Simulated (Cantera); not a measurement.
**Adiabatic ignition**

An adiabatic, constant-pressure homogeneous reactor starts with C2H4 : O2 : N2 : H2O = 1 : 1.88 : 7.05 : 1.6 (molar parts), at 1075 K and 7500 Torr.

Cantera simulation using GRI-Mech 3.0 (53 species, 325 reactions); the numbers are that mechanism's predictions, not measurements. GRI-Mech 3.0 was tuned for natural gas; its chemistry of ethylene as a main component is partial and can be far from experiment.

| t (s) | T (K) | x C2H4 | x O2 | x H2O | x CH2 | x C2H6 | x H2 |
|---|---|---|---|---|---|---|---|
| 2.00e-6 | 1075 | 0.0867 | 0.163 | 0.139 | <1e-12 | <1e-12 | 5.77e-11 |
| 1.05e-5 | 1075 | 0.0867 | 0.163 | 0.139 | <1e-12 | <1e-12 | 3.03e-10 |
| 5.50e-5 | 1075 | 0.0867 | 0.163 | 0.139 | <1e-12 | <1e-12 | 1.59e-9 |
| 0.000288 | 1075 | 0.0867 | 0.163 | 0.139 | <1e-12 | 2.25e-12 | 8.41e-9 |
| 0.00151 | 1075 | 0.0867 | 0.163 | 0.139 | <1e-12 | 8.61e-11 | 4.51e-8 |
| 0.00793 | 2495 | <1e-12 | 3.10e-5 | 0.212 | 1.48e-12 | <1e-12 | 0.0705 |
| 0.0416 | 2495 | <1e-12 | 3.09e-5 | 0.212 | 1.48e-12 | <1e-12 | 0.0705 |
| 0.218 | 2495 | <1e-12 | 3.09e-5 | 0.212 | 1.48e-12 | <1e-12 | 0.0705 |
| 1.14 | 2495 | <1e-12 | 3.09e-5 | 0.212 | 1.48e-12 | <1e-12 | 0.0705 |
| 6.00 | 2495 | <1e-12 | 3.09e-5 | 0.212 | 1.48e-12 | <1e-12 | 0.0705 |
x: mole fraction; the columns are a selection and need not sum to one.

* **time of steepest temperature rise**: 4.96 ms
* **temperature at 6.00 s**: 2495 K
* **equilibrium temperature**: 2495 K
* **x(C2H4) at 6.00 s**: <1e-12 (gas-phase equilibrium <1e-12)
* **x(O2) at 6.00 s**: 3.09e-5 (gas-phase equilibrium 3.09e-5)
* **x(H2O) at 6.00 s**: 0.212 (gas-phase equilibrium 0.212)
